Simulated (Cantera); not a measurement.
A closed system holds: 1 mol SiCl4, 2 mol Cl2, 2.3 mol H2, at 575 K and 22.0 bar.

Method: chemical equilibrium by Gibbs-energy minimisation in Cantera with the NASA 1993 tables (ideal gas, pure condensed phases). Candidate condensed phases: Si; 19 gas species. The numbers say what is thermodynamically allowed, not how fast it happens.

Question: What is the equilibrium state?

Answer: 
| Item | Value |
|---|---|
| x(HCl) | 0.755 |
| x(SiCl4) | 0.189 |
| x(H2) | 0.0566 |
| gas amount | 5.300 mol |
| log10 activity of Si(s) (absent) | -21.78 |
